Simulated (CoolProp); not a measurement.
Saturated liquid density (kg/m³) of 1,2-dichloroethane: the reference equation beside estimates from Tc = 561.6 K, pc = 5226 kPa, ω = 0.269.

Model: reference Helmholtz-energy equation of state, Thol 2015, in CoolProp.

```csv
T (K),reference,Redlich-Kwong,Soave-Redlich-Kwong
304.3,1236,1049,1077
321.5,1211,1027,1057
338.7,1185,[?],1036
355.8,1158,977.3,[?]
373,[?],950.3,987.7
390.2,[?],921.6,960.8
407.4,1070,891.0,931.6
424.5,1038,858.4,900.0
441.7,1004,823.1,865.1
458.9,967.4,784.8,826.7
```

Q: Complete the blanks.

A: 
- 338.7, Redlich-Kwong: 1003
- 355.8, Soave-Redlich-Kwong: 1013
- 373, reference: 1130
- 390.2, reference: 1101

Absolute difference from the reference over all 10 rows, mean and median: Redlich-Kwong 16.4 and 16.1 %, Soave-Redlich-Kwong 13.1 and 12.8 %.
